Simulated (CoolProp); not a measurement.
A simple Rankine cycle with R113: condensing at 315.15 K, boiler at 0.636 MPa, turbine inlet 404.9 K, turbine efficiency 0.65, pump efficiency 0.8, no recuperator. Each further row changes one setting.

Values from CoolProp's reference Helmholtz-energy equation of state, Marx 1992.

```csv
case,thermal efficiency (%),net work (kJ/kg),heat in (kJ/kg),turbine exit temperature (K),volume ratio over the turbine
as stated,9.9,20.2,203,367.6,7.75
turbine inlet 424.9 K,9.8,21.5,219,387.7,7.62
condensing temperature 307.15 K,10.9,23.0,211,363.3,10.2
boiler pressure 0.445 MPa,8.4,17.3,206,375.4,5.28
turbine efficiency 0.55,8.4,17.0,203,371.9,7.85
```
